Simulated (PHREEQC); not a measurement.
Leach liquor (model solution)

Consider water at 25 °C with 0.011 mol H2SO4, 0.069 mol FeSO4 and 0.00019 mol MnSO4 per kg of water. Closed to the air; pH follows from the charge balance.

All values are PHREEQC results (ion-association model, phreeqc.dat), not measurements.

| Property | Result |
|---|---|
| pH | 2.14 |
| ionic strength | 0.167 mol/kgw |
| specific conductance | 9680 µS/cm |
| density | 1.008 g/cm³ |
| total alkalinity | -22.0 meq/kg |

```tsv
species	molality	activity	log γ
Fe+2	0.0391	0.0135	-0.462
SO4-2	0.0390	0.0122	-0.506
FeSO4	0.0281	0.0292	0.017
HSO4-	0.0112	0.00849	-0.122
H+	0.00892	0.00718	-0.094
FeHSO4+	0.00183	0.00138	-0.122
Mn+2	0.000111	3.82e-5	-0.462
MnSO4	7.94e-5	8.25e-5	0.017
```

No solid was allowed to form. Species that the database lacks are ignored.
